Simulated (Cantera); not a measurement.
Input: 1 mol Fe2O3, 0.078 mol H2S, 0.067 mol O2, equilibrated at 1152 °C and 2030 Torr.

These are equilibrium values from Cantera (NASA tables, ideal gas, pure condensed phases), not measurements of a reactor. Candidate condensed phases: Fe, FeO, Fe(OH)2, Fe(OH)3, FeS, FeSO4, FeS2, Fe2O3, Fe2(SO4)3, Fe3O4, H2O, H2SO4, S; 22 gas species. Mutual solubility and eutectic melting of coexisting phases are not modelled. Equilibrium is a limit: real reactors are often held back by kinetics, nucleation or transport.

Base state: H2O 0.500, SO2 0.499, SO3 0.000760, O2 0.000274, OH 1.30e-5, H2 1.21e-5 (mole fractions); condensed: Fe2O3(s) + Fe3O4(s).

Q: What changes in the equilibrium state with this change: O2 from 0.067 to 0.74 mol?

A: 
| species | before | after |
|---|---|---|
| O2 | 0.000274 | 0.799 |
| H2O | 0.500 | 0.100 |
| SO2 | 0.499 | 0.0929 |
| H2 | 1.21e-5 | 4.51e-8 |
| SO3 | 0.000760 | 0.00763 |
| OH | 1.30e-5 | 4.30e-5 |
| Fe2O3(s), mol | 0.699 | 1.00 |
| Fe3O4(s), mol | 0.200 | 0 |

Q: What changes in the equilibrium state with this change: H2S from 0.078 to 1.7 mol?

A: 
```tsv
species	before	after
H2O	0.500	0.764
SO2	0.499	0.170
H2S	<1e-9	0.0239
S2	<1e-9	0.0208
H2	1.21e-5	0.0190
S2O	<1e-9	0.00147
O2	0.000274	<1e-9
SH	<1e-9	0.000235
Fe2O3(s), mol	0.699	0
Fe3O4(s), mol	0.200	0
FeO(s), mol	0	0.804
FeS(s), mol	0	1.20
```
Metal and sulfide melt together well below either melting point, which pure phases cannot show. The tables' stoichiometric FeO is somewhat more stable than real wüstite, so its field is too wide. FeO, FeS: taken at fixed stoichiometry.

Q: What changes in the equilibrium state with this change: temperature from 1152 °C to 1400 °C?

A: 
| species | before | after |
|---|---|---|
| H2O | 0.500 | 0.453 |
| SO2 | 0.499 | 0.449 |
| O2 | 0.000274 | 0.0935 |
| OH | 1.30e-5 | 0.000410 |
| SO3 | 0.000760 | 0.00383 |
| Fe2O3(s), mol | 0.699 | 0.601 |
| Fe3O4(s), mol | 0.200 | 0.266 |
